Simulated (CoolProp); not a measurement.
Vapour-liquid equilibrium of propane (1) + R114 (2) at 293.1 K; x and y are mole fractions of (1).

Values from CoolProp's multi-fluid Helmholtz-energy mixture model, Lemmon 2009 and Platzer 1990; pair parameters Bell 2016. This equation is an older, rougher fit; its heat capacities, sound speeds and derivatives of the liquid may be far off and weren't checked against measurements.

```tsv
x	bubble pressure, mixture model (MPa)	bubble pressure, Raoult's law (MPa)	y, mixture model	y, Raoult's law
0.05	0.2279	0.2144	0.229	0.195
0.2	0.3505	0.3124	0.553	0.535
0.35	0.4546	0.4105	0.700	0.712
0.5	0.5468	0.5085	0.791	0.821
0.65	0.6327	0.6066	0.861	0.895
0.8	0.7175	0.7046	0.921	0.948
0.95	0.8050	0.8027	0.980	0.989
```

The largest gap from Raoult's law is +12.2 % in bubble pressure, at x = 0.2. No azeotrope shows between x = 0.05 and 0.95.

The pair parameters rest on a limited set of measurements; away from them the model extrapolates.
